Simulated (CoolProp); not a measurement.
A single-stage vapour-compression cycle with ethane: evaporating at 219.15 K (dew point), condensing at 268.15 K (bubble point), superheat 0 K, subcooling 5 K, compressor efficiency 0.8, no pressure losses. Each further row changes one setting.

The numbers come from the reference Helmholtz-energy equation of state, Bücker 2006 in CoolProp.

| case | cooling COP | pressure ratio | discharge temperature (K) | refrigerating effect (kJ/kg) | volumetric capacity (kJ/m³) |
|---|---|---|---|---|---|
| as stated | 2.75 | 4.43 | 305.1 | 310 | 2710 |
| evaporating temperature 224.15 K | 3.21 | 3.69 | ___ | ___ | 3270 |
| condensing temperature 263.15 K | 3.19 | 3.90 | 297.2 | 326 | 2850 |
| subcooling 10 K | 2.89 | 4.43 | 305.1 | 326 | 2850 |
| superheat 10 K | 2.73 | 4.43 | 316.3 | 327 | 2690 |
| compressor efficiency 0.7 | ___ | 4.43 | 312.6 | 310 | 2710 |

**Question.** Fill in the missing entries.

**Answer.** 
- evaporating temperature 224.15 K, discharge temperature (K): 300.3
- evaporating temperature 224.15 K, refrigerating effect (kJ/kg): 314
- compressor efficiency 0.7, cooling COP: 2.41
